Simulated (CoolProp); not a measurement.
The numbers come from the reference Helmholtz-energy equation of state, Thol 2016 in CoolProp.

Problem. Give the vapour pressure (MPa), liquid density (kg/m³), vapour density (kg/m³) of saturated hexamethyldisiloxane (MM) at 49.35, 163.65, 209.35 °C.

Solution. 
```csv
T (°C),p (MPa),liquid density (kg/m³),vapour density (kg/m³)
49.35,0.0171,733,1.05
163.65,0.467,589,25.7
209.35,1.08,502,67.5
```
